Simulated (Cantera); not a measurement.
A closed system holds: 1 mol toluene, 5.2 mol CO2, 0.51 mol N2, at 0.0133 bar.

Equilibrium computed with Cantera from the NASA thermochemical tables; the gas is ideal and each condensed phase is pure. Candidate condensed phases: C, C6H6, C7H8, C8H18, H2O; 136 gas species. Rates play no part. All values below are at 1402 °C.

Base state: CO 0.697, H2 0.268, N2 0.0340, H 0.000520, HCN 0.000304, C2H2 (acetylene) 1.56e-5 (mole fractions); condensed: C(graphite).

**Question.** What changes in the equilibrium state with this change: toluene replaced by n-butane?

**Answer.** 
```json
[
 {"species": "CO", "before": "0.697", "after": "0.594"},
 {"species": "H2", "before": "0.268", "after": "0.289"},
 {"species": "H2O", "before": "1.38e-6", "after": "0.0504"},
 {"species": "CO2", "before": "1.09e-6", "after": "0.0312"},
 {"species": "N2", "before": "0.0340", "after": "0.0347"},
 {"species": "HCN", "before": "0.000304", "after": "8.07e-9"},
 {"species": "C2H2 (acetylene)", "before": "1.56e-5", "after": "<1e-9"},
 {"species": "H", "before": "0.000520", "after": "0.000541"},
 {"species": "C(graphite), mol", "before": "1.79", "after": "0"}
]
```
